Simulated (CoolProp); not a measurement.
The numbers come from the reference Helmholtz-energy equation of state, Fiedler 2023 in CoolProp.

Question: Give the vapour pressure (MPa), liquid density (kg/m³), vapour density (kg/m³), liquid cp (kJ/(kg K)) of saturated tetrahydrofuran at 283.5 K.

Answer: 
```tsv
T (K)	p (MPa)	liquid density (kg/m³)	vapour density (kg/m³)	liquid cp (kJ/(kg K))
283.5	0.0109	898	0.336	1.67
```
